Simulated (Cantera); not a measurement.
Mixture: CH₄ : CO : O₂ : N₂ : H₂O = 1 : 0.12 : 1.87 : 7.04 : 1.4 (molar parts), equivalence ratio 1.1, at 20.0 bar, adiabatic and at constant pressure. Ignition delay is the time to a rise of 400 K.

Model: GRI-Mech 3.0 (53 species, 325 reactions), integrated in Cantera. The pressure lies above the range GRI-Mech 3.0 was tuned for (to about 10 atm).

Question: What does this change do: 0.68 parts CO2 added?

Answer: 
```tsv
quantity	before	after
delay at 1150 K	5.67 ms	6.06 ms
delay at 1350 K	0.541 ms	0.587 ms
delay at 1550 K	83.0 µs	90.7 µs
delay at 1750 K	15.6 µs	17.0 µs
apparent activation energy between 1650 and 1850 K	200 kJ/mol	200 kJ/mol
```
